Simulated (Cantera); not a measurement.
# Pyrogenic steam for wet oxidation

An isothermal, constant-pressure homogeneous reactor starts with 21.6 % H2, 32.7 % O2, 45.8 % N2, at 1175 K and 0.150 bar.

Detailed kinetics in Cantera: GRI-Mech 3.0 (53 species, 325 reactions). The temperature is held fixed by assumption; the heat of reaction is taken as removed at once.

```csv
t (s),x H2,x O2,x NO,x OH,x H2O2
6.00e-5,0.216,0.327,<1e-12,1.00e-7,1.63e-10
0.000270,0.0219,0.239,1.65e-6,0.00782,2.88e-6
0.00121,0.000901,0.245,3.98e-6,0.00125,2.60e-6
0.00545,3.17e-5,0.245,3.95e-6,0.000238,4.92e-7
0.0245,2.04e-6,0.245,3.94e-6,7.43e-5,9.29e-8
0.110,2.66e-7,0.245,3.97e-6,2.95e-5,1.96e-8
0.495,4.92e-8,0.245,3.98e-6,1.31e-5,4.43e-9
2.22,1.32e-8,0.245,3.97e-6,6.69e-6,1.26e-9
10.0,9.50e-9,0.245,3.96e-6,5.52e-6,8.86e-10
```
x: mole fraction; the columns are a selection and need not sum to one.

Equilibrium at this temperature and pressure: H2 9.48e-9, O2 0.245, NO 0.000141, OH 5.51e-6, H2O2 8.84e-10 (gas phase only).
